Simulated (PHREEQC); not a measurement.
A solution holds 0.75 mol/kgw MnCl2, at 20 °C. Closed to the air; pH follows from the charge balance.

The numbers come from PHREEQC with the ion-association model, phreeqc.dat.

Task: The ionic strength comes out as 1.48 mol/kgw. What activity coefficients do MnOH+, Mn+2, Cl-, MnCl3-, H+ get?

Result: MnOH+ 0.62, Mn+2 0.19, Cl- 0.59, MnCl3- 0.62, H+ 0.73.

This is a speciation only: nothing precipitates in the calculation. Ionic strength above about 0.7 mol/kgw puts this run outside the model's range.
